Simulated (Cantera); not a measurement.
Input (Python, Cantera) and output of one run.

```python
import numpy as np
import cantera as ct

gas_names = """
    O2 F2
""".split()
cond_names = """
    Ba(L) BaF2(a) BaO(s)
""".split()


# ... load() reads the species with a 1 bar reference pressure and builds the phases ...
species = {s.name: s for s in load("nasa_gas.yaml", gas_names) + load("nasa_condensed.yaml", cond_names)}
T = 1225
g = {n: (s.thermo.h(T) - T * s.thermo.s(T)) / (ct.gas_constant * T * np.log(10)) for n, s in species.items()}
valid = cond_names  # the entries whose range holds T


def stable(la, lb):
    # potentials (over RT ln 10) of the two non-metals from log10 p(O2) and log10 p(F2) in bar
    mu = {}
    mu["O"] = (g["O2"] + la) / 2
    mu["F"] = (g["F2"] + lb) / 2
    cost = {}
    for n in valid:
        c = species[n].composition
        cost[n] = (g[n] - sum(c.get(e, 0) * m for e, m in mu.items())) / c["Ba"]
    return min(cost, key=cost.get)


results = []
for lb in [0, -3.3, -6.7, -10, -13.3, -16.7, -20, -23.3, -26.7, -30]:
    row = [stable(la, lb) for la in [-26, -24.8, -23.7, -22.5, -21.3, -20.1, -19, -17.8, -16.6, -15.4, -14.3, -13.1, -11.9, -10.7, -9.6, -8.4, -7.2, -6, -4.9, -3.7, -2.5, -1.3, -0.2, 1]]
    results.append(row)
    print(f"{lb:6.1f}  " + " ".join(f"{valid.index(n):x}" for n in row))
print("key: " + ", ".join(f"{i:x} {n}" for i, n in enumerate(valid)))
```

Output:

```
   0.0  1 1 1 1 1 1 1 1 1 1 1 1 1 1 1 1 1 1 1 1 1 1 1 1
  -3.3  1 1 1 1 1 1 1 1 1 1 1 1 1 1 1 1 1 1 1 1 1 1 1 1
  -6.7  1 1 1 1 1 1 1 1 1 1 1 1 1 1 1 1 1 1 1 1 1 1 1 1
 -10.0  1 1 1 1 1 1 1 1 1 1 1 1 1 1 1 1 1 1 1 1 1 1 1 1
 -13.3  1 1 1 1 1 1 1 1 1 1 1 1 1 1 1 1 1 1 1 1 1 1 1 1
 -16.7  1 1 1 1 1 1 1 1 1 1 1 1 1 1 1 1 1 1 1 1 1 1 1 1
 -20.0  1 1 1 1 1 1 1 1 1 1 1 1 1 1 1 1 1 1 1 1 1 1 1 1
 -23.3  1 1 1 1 1 1 1 1 1 1 1 1 1 1 1 1 1 1 1 1 1 1 1 1
 -26.7  1 1 1 1 1 1 1 1 1 1 1 1 1 1 1 1 1 1 1 2 2 2 2 2
 -30.0  1 1 1 1 1 1 1 1 1 1 1 1 1 2 2 2 2 2 2 2 2 2 2 2
key: 0 Ba(L), 1 BaF2(a), 2 BaO(s)
```

Standard-state values (1 bar) from the NASA 1993 polynomials, evaluated with Cantera. Not in the tables: the peroxide, oxide halides.
